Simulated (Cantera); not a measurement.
A Cantera script and its output.

```python
import numpy as np
import cantera as ct

surf = ct.Interface("ptcombust.yaml", "Pt_surf")
gas = surf.adjacent["gas"]
gas.TPX = 500, 71000, {'H2': 0.0022, 'O2': 0.055, 'N2': 0.79, 'H2O': 0.07}
surf.TP = 500, 71000
reactor = ct.FlowReactor(gas, clone=False)
reactor.area = 0.0001  # m2
reactor.surface_area_to_volume_ratio = 1600  # 1/m
reactor.mass_flow_rate = 0.47 * reactor.area * gas.density  # inlet velocity 0.47 m/s
reactor.energy_enabled = False
wall = ct.ReactorSurface(surf, reactor, clone=False)
net = ct.ReactorNet([reactor])
net.rtol, net.atol = 1e-8, 1e-16
show, cover = ['H2', 'O2', 'H2O'], ['PT(S)', 'H(S)', 'O(S)', 'OH(S)', 'CO(S)', 'C(S)']

rows = []
print(f"{'z/m':>9s}{'u/(m/s)':>9s}" + "".join(f"{s:>13s}" for s in show + cover))
for z in [0.00061, 0.0012, 0.0023, 0.0044, 0.0085, 0.016, 0.032, 0.061]:
    net.advance(z)
    rows.append([reactor.speed, *gas[show].X, *surf[cover].coverages])
    print(f"{z:9.4g}{rows[-1][0]:9.3g}" + "".join(f"{x:13.4e}" for x in rows[-1][1:]))
```

Result:

```
      z/m  u/(m/s)           H2           O2          H2O        PT(S)         H(S)         O(S)        OH(S)        CO(S)         C(S)
  0.00061     0.47   5.5528e-04   5.9098e-02   7.8235e-02   1.3771e-02   5.1195e-10   9.5153e-01   3.4544e-02   1.3844e-25   2.7177e-30
   0.0012     0.47   3.1774e-04   5.8986e-02   7.8482e-02   7.8952e-03   1.7458e-10   9.6564e-01   2.6376e-02   5.2262e-26   9.1910e-31
   0.0023    0.469   1.7663e-04   5.8919e-02   7.8629e-02   4.3942e-03   5.7280e-11   9.7576e-01   1.9793e-02  -2.6315e-24  -1.1730e-28
   0.0044    0.469   9.5538e-05   5.8881e-02   7.8713e-02   2.3790e-03   1.8208e-11   9.8297e-01   1.4622e-02  -3.9307e-24  -1.5503e-28
   0.0085    0.469   5.0352e-05   5.8860e-02   7.8760e-02   1.2557e-03   5.6509e-12   9.8808e-01   1.0653e-02   1.6599e-27  -2.2763e-32
    0.016    0.469   2.6961e-05   5.8849e-02   7.8784e-02   6.7521e-04   1.8571e-12   9.9149e-01   7.8260e-03   3.1100e-26  -1.8517e-31
    0.032    0.469   1.3474e-05   5.8843e-02   7.8798e-02   3.4328e-04   5.6487e-13   9.9407e-01   5.5877e-03  -1.6429e-27  -6.8089e-32
    0.061    0.469   6.9467e-06   5.8840e-02   7.8805e-02   1.8745e-04   1.9709e-13   9.9568e-01   4.1325e-03   7.6366e-27   3.6548e-33
```

Detailed kinetics in Cantera: Deutschmann's 1995 Pt surface mechanism with GRI-Mech 3.0 gas chemistry. Catalytic surfaces can have several steady states; this one follows from the mechanism file's or the stated starting coverage. Mass transfer to the wall is taken as infinitely fast.
